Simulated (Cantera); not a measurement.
## Transport properties of process gases

Gas mixture: NH₃ : CH₄ : H₂O : C₃H₈ = 0.29 : 0.85 : 0.21 : 0.15 (molar parts), at 0.000140 bar, frozen composition.

Cantera's kinetic-theory transport with the Lennard-Jones parameters of GRI-Mech 3.0, ideal gas; thermal conductivity in the mixture-averaged form. Polar gases are described roughly by these parameters. The composition is frozen, though it would react at the higher temperatures.

| T (K) | ρ (kg/m³) | cp (J/kg/K) | μ (µPa s) | λ (mW/m/K) | Pr | D (cm²/s) C₂H₂ | D (cm²/s) N₂ | D (cm²/s) NO |
|---|---|---|---|---|---|---|---|---|
| 400 | 8.13e-5 | 2311 | 13.7 | 44.9 | 0.708 | 1980 | 2500 | 2470 |
| 550 | 5.91e-5 | 2778 | 18.1 | 69.7 | 0.721 | 3550 | 4400 | 4340 |
| 700 | 4.65e-5 | 3216 | 22.0 | 97.0 | 0.730 | 5460 | 6680 | 6590 |
| 850 | 3.83e-5 | 3591 | 25.7 | 126 | 0.734 | 7670 | 9320 | 9190 |
| 1000 | 3.25e-5 | 3929 | 29.1 | 155 | 0.738 | 10200 | 12300 | 12100 |
| 1150 | 2.83e-5 | 4206 | 32.3 | 184 | 0.739 | 12900 | 15500 | 15300 |
| 1300 | 2.50e-5 | 4447 | 35.3 | 212 | 0.740 | 15900 | 19100 | 18800 |
D: mixture-averaged diffusion coefficient of that species in the mixture.
